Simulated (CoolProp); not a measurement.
Nitrogen along the isobar 17.6 MPa: fugacity coefficient from the reference equation and from simpler models built on Tc = 126.2 K, pc = 3.396 MPa, ω = 0.037; each cubic takes its own stable root.

Values from CoolProp's reference Helmholtz-energy equation of state, Span 2000.

| T (K) | phase | reference |
|---|---|---|
| 70.7 | liquid | 0.006325 |
| 94.2 | liquid | 0.05734 |
| 117.6 | liquid | 0.1849 |
| 141.1 | supercritical | 0.3651 |
| 164.6 | supercritical | 0.5472 |
| 188 | supercritical | 0.6962 |
| 211.5 | supercritical | 0.8066 |
| 234.9 | supercritical | 0.8850 |
| 258.4 | supercritical | 0.9410 |
| 281.8 | supercritical | 0.9809 |
| 305.3 | supercritical | 1.010 |
| 328.7 | supercritical | 1.031 |
| 352.2 | supercritical | 1.046 |

Problem. How far does each simpler model (Redlich-Kwong, Peng-Robinson) lie from the reference over these 13 states: mean and median of the absolute difference, and the worst?

Solution. 
- Redlich-Kwong: mean 3.9 %, median 2.5 %, worst -24.2 % at 70.7 K and 17.6 MPa
- Peng-Robinson: mean 5.2 %, median 4.9 %, worst -8.8 % at 94.2 K and 17.6 MPa
